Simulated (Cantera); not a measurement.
A closed system holds: 1 mol SiCl4, 0.026 mol Cl2, 400 mol H2, at 0.100 bar.

Equilibrium computed with Cantera from the NASA thermochemical tables; the gas is ideal and each condensed phase is pure. Candidate condensed phases: Si; 19 gas species. The tables' values for SiCl3 are old estimates; treat these amounts as uncertain. Gases not in the tables: Si2H6 and higher silanes. Equilibrium is a limit: real reactors are often held back by kinetics, nucleation or transport.

x: gas mole fraction; n: condensed amount in mol.

```json
[
 {"T (K)": "848", "x H2": "0.996", "x HCl": "0.00157", "x SiHCl3": "0.00120", "x SiCl4": "0.00117", "x H": "6.01e-11", "x SiCl2": "2.68e-6", "x SiH2Cl2": "0.000109", "n Si(s)": "0"},
 {"T (K)": "923", "x H2": "0.995", "x HCl": "0.00325", "x SiHCl3": "0.000981", "x SiCl4": "0.000901", "x H": "7.71e-10", "x SiCl2": "1.53e-5", "x SiH2Cl2": "0.000105", "n Si(s)": "0.188"},
 {"T (K)": "998", "x H2": "0.993", "x HCl": "0.00568", "x SiHCl3": "0.000639", "x SiCl4": "0.000528", "x H": "6.78e-9", "x SiCl2": "5.50e-5", "x SiH2Cl2": "8.34e-5", "n Si(s)": "0.461"},
 {"T (K)": "1073", "x H2": "0.991", "x HCl": "0.00797", "x SiHCl3": "0.000292", "x SiCl4": "0.000192", "x H": "4.41e-8", "x SiCl2": "0.000125", "x SiH2Cl2": "5.19e-5", "n Si(s)": "0.718"},
 {"T (K)": "1148", "x H2": "0.990", "x HCl": "0.00913", "x SiHCl3": "…", "x SiCl4": "…", "x H": "…", "x SiCl2": "…", "x SiH2Cl2": "…", "n Si(s)": "0.850"},
 {"T (K)": "1223", "x H2": "0.990", "x HCl": "0.00946", "x SiHCl3": "2.61e-5", "x SiCl4": "8.08e-6", "x H": "9.46e-7", "x SiCl2": "0.000220", "x SiH2Cl2": "1.13e-5", "n Si(s)": "0.887"},
 {"T (K)": "1298", "x H2": "0.990", "x HCl": "0.00952", "x SiHCl3": "7.98e-6", "x SiCl4": "1.70e-6", "x H": "3.37e-6", "x SiCl2": "0.000244", "x SiH2Cl2": "5.28e-6", "n Si(s)": "0.892"},
 {"T (K)": "1373", "x H2": "0.990", "x HCl": "0.00952", "x SiHCl3": "2.73e-6", "x SiCl4": "4.15e-7", "x H": "1.05e-5", "x SiCl2": "0.000263", "x SiH2Cl2": "2.66e-6", "n Si(s)": "0.889"},
 {"T (K)": "1448", "x H2": "0.990", "x HCl": "0.00950", "x SiHCl3": "…", "x SiCl4": "…", "x H": "…", "x SiCl2": "0.000281", "x SiH2Cl2": "…", "n Si(s)": "0.884"},
 {"T (K)": "1523", "x H2": "0.990", "x HCl": "0.00948", "x SiHCl3": "4.36e-7", "x SiCl4": "3.72e-8", "x H": "7.27e-5", "x SiCl2": "0.000296", "x SiH2Cl2": "8.24e-7", "n Si(s)": "0.878"},
 {"T (K)": "1598", "x H2": "0.990", "x HCl": "0.00945", "x SiHCl3": "1.98e-7", "x SiCl4": "1.32e-8", "x H": "0.000167", "x SiCl2": "0.000310", "x SiH2Cl2": "4.98e-7", "n Si(s)": "0.871"},
 {"T (K)": "1673", "x H2": "0.990", "x HCl": "0.00942", "x SiHCl3": "9.69e-8", "x SiCl4": "5.14e-9", "x H": "0.000358", "x SiCl2": "0.000323", "x SiH2Cl2": "3.15e-7", "n Si(s)": "0.861"}
]
```

**Question.** Some entries are withheld; supply them.

**Answer.** 
- 1448, x SiHCl3: 1.04e-6
- 1448, x SiCl4: 1.17e-7
- 1448, x H: 2.90e-5
- 1448, x SiH2Cl2: 1.44e-6
- 1148, x SiHCl3: 9.22e-5
- 1148, x SiCl4: 4.24e-5
- 1148, x H: 2.25e-7
- 1148, x SiCl2: 0.000185
- 1148, x SiH2Cl2: 2.51e-5
